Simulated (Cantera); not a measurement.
Ignition delay

Mixture: C₃H₈ : O₂ : N₂ = 1 : 3.85 : 14.5 (molar parts), at 0.839 atm, adiabatic and at constant volume. Ignition delay is the time to a rise of 400 K.

Cantera simulation using GRI-Mech 3.0 (53 species, 325 reactions); the numbers are that mechanism's predictions, not measurements. GRI-Mech 3.0 was tuned for natural gas; its chemistry of propane as a main component is partial and can be far from experiment.

```csv
T0 (K),delay (ms)
1125,32.5
1175,10.7
1225,3.84
1275,1.52
1325,0.670
1375,0.326
1425,0.174
1475,0.101
1525,0.0636
1575,0.0426
```

```json
{
 "apparent activation energy between 1475 and 1575 K": "170 kJ/mol"
}
```
